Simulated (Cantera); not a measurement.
# Equilibrium for boron, boron nitride and boron oxide: B + H2O

Feed: 1 mol B, 14 mol H2O, held at 14.0 Pa.

Equilibrium computed with Cantera from the NASA thermochemical tables; the gas is ideal and each condensed phase is pure. Candidate condensed phases: B, B2O3, B3O3H3, H2O; 23 gas species. Gases not in the tables: H3BO3. Rates play no part.

```tsv
T (K)	x H2O	x H2	x H	x HBO2	x OH	x O2	x O	x BO2	n B2O3(l)
1173	0.851	0.105	3.23e-6	0.0437	1.81e-7	2.41e-11	5.80e-12	1.19e-8	0.184
1273	0.828	0.103	1.94e-5	0.0687	1.79e-6	1.29e-9	3.27e-10	1.88e-7	0
1373	0.828	0.103	9.05e-5	0.0687	1.29e-5	4.02e-8	1.04e-8	1.34e-6	0
1473	0.828	0.103	0.000344	0.0686	7.16e-5	7.86e-7	2.09e-7	7.34e-6	0
1573	0.827	0.103	0.00110	0.0684	0.000320	1.06e-5	2.88e-6	3.25e-5	0
1673	0.825	0.103	0.00308	0.0680	0.00119	0.000105	2.90e-5	0.000120	0
1773	0.817	0.103	0.00771	0.0673	0.00380	0.000786	0.000222	0.000380	0
1873	0.792	0.108	0.0179	0.0655	0.0102	0.00415	0.00129	0.00103	0
1973	0.730	0.123	0.0400	0.0617	0.0225	0.0138	0.00538	0.00230	0
2073	0.618	0.148	0.0855	0.0549	0.0406	0.0301	0.0168	0.00435	0
```
x: gas mole fraction; n: condensed amount in mol.

At 1173 K the condensed part is B2O3(l). From 1273 K to 2073 K nothing is condensed.
